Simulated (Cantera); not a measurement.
A perfectly stirred reactor is fed with 27.6 % CO, 5.79 % H2, 10.4 % O2, 56.2 % N2, at 3750 Torr; it is adiabatic with a 450 K inlet, and is followed from long to short residence time, starting on the burning branch (τ in s: 0.12, 0.046, 0.017, 0.0067, 0.0025, 0.00097, 0.00037, 0.00014, 5.3e-05).

Detailed kinetics in Cantera: GRI-Mech 3.0 (53 species, 325 reactions). The hydrogen kinetics of GRI-Mech 3.0 are dated; newer H2 mechanisms differ, most at raised pressure.

Task: Predict: blow-out, bracketed by the residence times tried; x(CO) at τ = 0.120 s; x(H2) at τ = 0.120 s; x(O2) at τ = 0.120 s; x(NO) at τ = 0.120 s; x(H) at τ = 0.120 s; x(CO) at τ = 2.50 ms; x(H2) at τ = 2.50 ms; x(O2) at τ = 2.50 ms; x(NO) at τ = 2.50 ms; x(H) at τ = 2.50 ms.

Result: blow-out, bracketed by the residence times tried: burning at 53.0 µs, the shortest tried
x(CO) at τ = 0.120 s: 0.131
x(H2) at τ = 0.120 s: 0.00834
x(O2) at τ = 0.120 s: 6.21e-5
x(NO) at τ = 0.120 s: 6.97e-5
x(H) at τ = 0.120 s: 0.000395
x(CO) at τ = 2.50 ms: 0.133
x(H2) at τ = 2.50 ms: 0.00842
x(O2) at τ = 2.50 ms: 0.00117
x(NO) at τ = 2.50 ms: 0.000112
x(H) at τ = 2.50 ms: 0.00225
